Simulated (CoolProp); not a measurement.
Vapour-liquid equilibrium of CHF3 (R23) (1) + R13 (2) at 227.3 K; x and y are mole fractions of (1).

Model: multi-fluid Helmholtz-energy mixture model, Penoncello 2003 and Platzer 1990; pair parameters Bell 2016, in CoolProp. This equation is an older, rougher fit; its heat capacities, sound speeds and derivatives of the liquid may be far off and weren't checked against measurements.

| x | bubble pressure (bar) | y at the bubble point | dew pressure at overall composition x (bar) | liquid density (mol/L) |
|---|---|---|---|---|
| 0.05 | 5.338 | [?] | 5.077 | 13.29 |
| 0.2 | 6.211 | 0.323 | 5.685 | 13.74 |
| 0.35 | 6.646 | 0.442 | [?] | 14.31 |
| 0.5 | [?] | 0.531 | 6.784 | 15.00 |
| 0.65 | 6.824 | 0.618 | 6.780 | 15.84 |
| 0.8 | 6.599 | 0.728 | 6.370 | 16.86 |
| 0.95 | 5.994 | 0.906 | 5.833 | 18.07 |

Problem. What belongs in the gaps?

Solution. 
- 0.05, y at the bubble point: 0.116
- 0.35, dew pressure at overall composition x (bar): 6.319
- 0.5, bubble pressure (bar): 6.828

y crosses x between x = 0.5 and 0.65: the model has an azeotrope there.

The pair parameters rest on a limited set of measurements; away from them the model extrapolates.
